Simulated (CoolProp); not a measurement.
A closed Brayton cycle with dry air: compressor inlet 312.15 K and 7.4 MPa, high pressure 25.3 MPa, turbine inlet 635 K, compressor efficiency 0.85, turbine efficiency 0.9, recuperator effectiveness 0 (on enthalpy, no pinch check). Each further row changes one setting.

The numbers come from the reference Helmholtz-energy equation of state, Lemmon 2000 in CoolProp. It is a pseudo-pure fit of the blend.

| case | thermal efficiency (%) | net work (kJ/kg) | compressor to turbine work | compressor exit (K) | turbine exit (K) |
|---|---|---|---|---|---|
| as stated | 9.6 | 17.9 | 0.90 | 468.3 | 468.6 |
| turbine inlet 585 K | 2.5 | 3.23 | 0.98 | 468.3 | 430.1 |
| compressor inlet 322.15 K | 7.3 | 12.3 | 0.93 | 483.0 | 468.6 |
| high pressure 21.5 MPa | 10.8 | 22.8 | 0.86 | 444.4 | 487.9 |
| recuperator effectiveness 0.5 | 9.6 | 17.9 | 0.90 | 468.3 | 468.6 |
